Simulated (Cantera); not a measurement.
Input (Python, Cantera) and output of one run.

```python
import numpy as np
import cantera as ct

gas_names = """
    H HI HO2 H2 H2O H2O2 I I2 O OH O2 O3
""".split()
cond_names = """
    H2O(s) H2O(L) I2(cr) I2(L)
""".split()


# ... load() reads the species with a 1 bar reference pressure and builds the phases ...
atoms = {
    'HI': {'H': 1, 'I': 1},
    'H2': {'H': 2},
    'O2': {'O': 2},
}
top_T = {}  # K; cautious upper limits of use, not melting points


# ... equilibrate(T, P, feed) seeds the gas with the atoms and calls Mixture.equilibrate('TP', solver="vcs", rtol=1e-11, max_steps=5000) ...
results = []
feed = {'HI': 1, 'H2': 0.13, 'O2': 2.8}  # mol
P = 1333.22  # Pa
for T in [1175, 1275, 1375, 1475, 1575, 1675, 1775, 1875, 1975, 2075, 2175, 2275, 2375]:
    mix = equilibrate(T, P, feed)
    results.append((T, P, feed, dict(zip(mix.species_names, mix.species_moles))))
    x = sorted(zip(gas.X, gas.species_names), reverse=True)
    print(f"T = {T:g} K  P = {P:g} Pa  gas = {mix.phase_moles(0):.4g} mol")
    print("   x: " + "  ".join(f"{s} {v:.3e}" for v, s in x if v > 0.0001))
    print("   condensed (mol): " + ("  ".join(f"{mix.phase(i).name} {mix.phase_moles(i):.4g}"
          for i in range(1, mix.n_phases) if mix.phase_moles(i) > 1e-12) or "none"))
```

It prints:

```
T = 1175 K  P = 1333.22 Pa  gas = 4.061 mol
   x: O2 6.119e-01  I 2.197e-01  H2O 1.551e-01  I2 1.321e-02
   condensed (mol): none
T = 1275 K  P = 1333.22 Pa  gas = 4.097 mol
   x: O2 6.066e-01  I 2.352e-01  H2O 1.537e-01  I2 4.375e-03
   condensed (mol): none
T = 1375 K  P = 1333.22 Pa  gas = 4.109 mol
   x: O2 6.048e-01  I 2.401e-01  H2O 1.532e-01  I2 1.575e-03  HI 1.231e-04  OH 1.133e-04
   condensed (mol): none
T = 1475 K  P = 1333.22 Pa  gas = 4.113 mol
   x: O2 6.042e-01  I 2.417e-01  H2O 1.530e-01  I2 6.358e-04  OH 2.972e-04  HI 1.573e-04
   condensed (mol): none
T = 1575 K  P = 1333.22 Pa  gas = 4.115 mol
   x: O2 6.038e-01  I 2.423e-01  H2O 1.527e-01  OH 6.899e-04  I2 2.856e-04  HI 1.942e-04
   condensed (mol): none
T = 1675 K  P = 1333.22 Pa  gas = 4.116 mol
   x: O2 6.033e-01  I 2.424e-01  H2O 1.522e-01  OH 1.447e-03  HI 2.331e-04  O 2.298e-04  I2 1.406e-04
   condensed (mol): none
T = 1775 K  P = 1333.22 Pa  gas = 4.119 mol
   x: O2 6.024e-01  I 2.424e-01  H2O 1.513e-01  OH 2.788e-03  O 6.435e-04  HI 2.736e-04
   condensed (mol): none
T = 1875 K  P = 1333.22 Pa  gas = 4.124 mol
   x: O2 6.008e-01  I 2.421e-01  H2O 1.499e-01  OH 4.994e-03  O 1.615e-03  HI 3.148e-04  H2 1.765e-04
   condensed (mol): none
T = 1975 K  P = 1333.22 Pa  gas = 4.132 mol
   x: O2 5.977e-01  I 2.416e-01  H2O 1.476e-01  OH 8.397e-03  O 3.689e-03  H2 3.939e-04  HI 3.555e-04  H 2.352e-04
   condensed (mol): none
T = 2075 K  P = 1333.22 Pa  gas = 4.148 mol
   x: O2 5.925e-01  I 2.406e-01  H2O 1.439e-01  OH 1.334e-02  O 7.771e-03  H2 8.066e-04  H 6.552e-04  HI 3.940e-04
   condensed (mol): none
T = 2175 K  P = 1333.22 Pa  gas = 4.176 mol
   x: O2 5.838e-01  I 2.390e-01  H2O 1.383e-01  OH 2.009e-02  O 1.524e-02  H 1.652e-03  H2 1.526e-03  HI 4.283e-04
   condensed (mol): none
T = 2275 K  P = 1333.22 Pa  gas = 4.222 mol
   x: O2 5.698e-01  I 2.364e-01  H2O 1.300e-01  OH 2.876e-02  O 2.803e-02  H 3.805e-03  H2 2.679e-03  HI 4.553e-04
   condensed (mol): none
T = 2375 K  P = 1333.22 Pa  gas = 4.296 mol
   x: O2 5.487e-01  I 2.323e-01  H2O 1.185e-01  O 4.862e-02  OH 3.905e-02  H 8.061e-03  H2 4.356e-03  HI 4.708e-04
   condensed (mol): none
```

Equilibrium computed with Cantera from the NASA thermochemical tables; the gas is ideal and each condensed phase is pure.
